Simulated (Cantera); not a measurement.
Standard-state values (1 bar) from the NASA 1993 polynomials, evaluated with Cantera. Values are per mole of reaction as written; species without (g) are pure solids or liquids, kept so even where they would boil at 1 bar.

### Question
Between 2050 and 2750 K, where is each reaction favourable under standard conditions?
- P4O10(g) + 10 H(g) → 2 P2(g) + 5 H2O2(g)

### Answer
- P4O10(g) + 10 H(g) → 2 P2(g) + 5 H2O2(g): ΔG° is 502 kJ at 2050 K and 641 kJ at 2750 K; it stays positive (K < 1). ΔH° is 67 kJ and ΔS° -209 J/K at 2750 K.
